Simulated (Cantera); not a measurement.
**AlN + H2O + H2 (nitride etching)**

Feed: 1 mol AlN, 6.5 mol H2O, 74 mol H2, equilibrated at 900 °C and 1.00 Torr.

Method: chemical equilibrium by Gibbs-energy minimisation in Cantera with the NASA 1993 tables (ideal gas, pure condensed phases). Candidate condensed phases: Al, AlN, Al2O3, H2O; 35 gas species. Rates play no part.

The x(H2) is 0.932, the x(H2O) comes out as 0.0617 and the x(N2) is 0.00617. The x(H) is 3.13e-6. The n(Al2O3(s)) comes out as 0.500 mol. The gas amount comes out as 81.00 mol and the log10 activity of Al(l) (absent) is -15.04.
